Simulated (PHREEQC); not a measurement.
**Geothermal or formation water: an equilibrium model**

A made-up water analysis in mg/kgw, 55 °C, pH 6.02, pe 2.3:

```json
[
 {"constituent": "Na", "mg/kgw": "2230"},
 {"constituent": "K", "mg/kgw": "14.8"},
 {"constituent": "Ca", "mg/kgw": "43"},
 {"constituent": "Mg", "mg/kgw": "189"},
 {"constituent": "Cl", "mg/kgw": "3510"},
 {"constituent": "S(6) as SO4", "mg/kgw": "641"},
 {"constituent": "Alkalinity as HCO3", "mg/kgw": "12.4"},
 {"constituent": "Si as SiO2", "mg/kgw": "0.92"},
 {"constituent": "N(-3) as NH4", "mg/kgw": "4.3"}
]
```

Valence states are taken as typed.

Model: ion-association model, phreeqc.dat, run in PHREEQC.

```yaml
ionic_strength: 0.121 mol/kgw
specific_conductance: 19600 µS/cm
density: 0.990 g/cm³
charge_balance_error: 1.2 %
```

| species | molality | activity | log γ |
|---|---|---|---|
| Cl- | 0.0990 | 0.0733 | -0.130 |
| Na+ | 0.0962 | 0.0733 | -0.118 |
| Mg+2 | 0.00627 | 0.00230 | -0.435 |
| SO4-2 | 0.00426 | 0.00141 | -0.481 |
| MgSO4 | 0.00149 | 0.00154 | 0.012 |
| Ca+2 | 0.000970 | 0.000340 | -0.456 |
| NaSO4- | 0.000803 | 0.000616 | -0.116 |
| K+ | 0.000373 | 0.000275 | -0.132 |
| CO2 | 0.000264 | 0.000271 | 0.012 |
| NH4+ | 0.000234 | 0.000167 | -0.146 |
| HCO3- | 0.000191 | 0.000146 | -0.116 |
| CaSO4 | 0.000102 | 0.000104 | 0.012 |
| H4SiO4 | 1.53e-5 | 1.57e-5 | 0.012 |
| MgHCO3+ | 6.57e-6 | 4.89e-6 | -0.128 |
| KSO4- | 5.72e-6 | 4.38e-6 | -0.116 |

This is a speciation only: nothing precipitates in the calculation. Species that the database lacks are ignored. Constants without temperature data keep their 25 °C values here.
